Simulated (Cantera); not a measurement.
An adiabatic, constant-volume homogeneous reactor starts with CH4 : C2H6 : O2 : N2 : H2O = 1 : 0.037 : 1.52 : 5.72 : 0.61 (molar parts), equivalence ratio 1.4, at 1775 K and 6.70 bar.

Cantera simulation using GRI-Mech 3.0 (53 species, 325 reactions); the numbers are that mechanism's predictions, not measurements. Above 3000 K some thermodynamic fits are extrapolated.

**Question.** Predict: time of steepest temperature rise; temperature at 1.00 s; equilibrium temperature; x(O2) at 1.00 s; x(HCN) at 1.00 s; x(NO) at 1.00 s; x(H2O2) at 1.00 s.

**Answer.** time of steepest temperature rise: 16.8 µs
temperature at 1.00 s: 3106 K
equilibrium temperature: 3106 K
x(O2) at 1.00 s: 0.00317 (gas-phase equilibrium 0.00317)
x(HCN) at 1.00 s: 1.25e-7 (gas-phase equilibrium 1.25e-7)
x(NO) at 1.00 s: 0.00573 (gas-phase equilibrium 0.00573)
x(H2O2) at 1.00 s: 8.15e-7 (gas-phase equilibrium 8.15e-7)
